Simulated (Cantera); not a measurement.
A freely propagating, adiabatic, planar premixed flame of 18.8 % H₂, 17.1 % O₂, 64.2 % N₂, equivalence ratio 0.55, unburnt at 623 K and 2.96 atm; unity-Lewis-number transport, grid criteria slope 0.08 and curve 0.16, no radiation.

Computed with Cantera and the H2/O2 subset of GRI-Mech 3.0, which has no nitrogen chemistry. The hydrogen kinetics of GRI-Mech 3.0 are dated; newer H2 mechanisms differ, most at raised pressure. Unity Lewis numbers drop preferential diffusion, which matters most where H2 and H carry the flame. Burning velocities carry a grid error of a few per cent, more on coarse grids. Lean hydrogen flames are cellular in practice and burn faster than this planar one.

x: mole fraction of selected species; z is measured from the peak of heat release.

| z (mm) | T (K) | u (m/s) | x H₂ | x O₂ | x H | x H₂O | x HO₂ | x H₂O₂ |
|---|---|---|---|---|---|---|---|---|
| -0.242 | 623 | 3.31 | 0.188 | 0.171 | <1e-8 | 7.29e-6 | 2.02e-7 | 1.69e-8 |
| -0.161 | 624 | 3.31 | 0.188 | 0.171 | <1e-8 | 7.38e-5 | 2.04e-6 | 1.70e-7 |
| -0.121 | 626 | 3.32 | 0.187 | 0.170 | <1e-8 | 0.000333 | 9.18e-6 | 7.62e-7 |
| -0.0806 | 638 | 3.39 | 0.186 | 0.170 | … | … | … | … |
| -0.0403 | 771 | 4.06 | 0.170 | 0.162 | 0.000106 | 0.0189 | 0.000396 | 2.42e-5 |
| -0.0202 | 1035 | 5.35 | 0.133 | 0.145 | 0.00266 | 0.0574 | 0.000393 | 2.96e-5 |
| 0 | 1367 | 6.91 | 0.0707 | 0.116 | 0.0122 | 0.118 | 0.000229 | 1.40e-5 |
| 0.0202 | 1593 | 7.92 | 0.0279 | 0.0930 | 0.0152 | 0.161 | 0.000144 | 5.72e-6 |
| 0.0403 | 1717 | 8.46 | 0.0139 | 0.0851 | 0.0112 | 0.178 | 0.000102 | 3.36e-6 |
| 0.0806 | 1836 | 8.96 | … | 0.0825 | … | 0.189 | … | … |
| 0.161 | 1923 | 9.32 | 0.00366 | 0.0826 | 0.00175 | 0.197 | 3.30e-5 | 1.07e-6 |
| 0.323 | 1973 | 9.53 | 0.00150 | 0.0831 | 0.000436 | 0.202 | 1.43e-5 | 6.20e-7 |
| 0.645 | 1996 | 9.63 | 0.000556 | 0.0837 | 9.82e-5 | 0.204 | 6.21e-6 | 3.60e-7 |

Question: Some entries are withheld; supply them.

Answer: 
- -0.0806, x H: 7.25e-8
- -0.0806, x H₂O: 0.00187
- -0.0806, x HO₂: 5.10e-5
- -0.0806, x H₂O₂: 4.02e-6
- 0.0806, x H₂: 0.00731
- 0.0806, x H: 0.00528
- 0.0806, x HO₂: 6.36e-5
- 0.0806, x H₂O₂: 1.86e-6
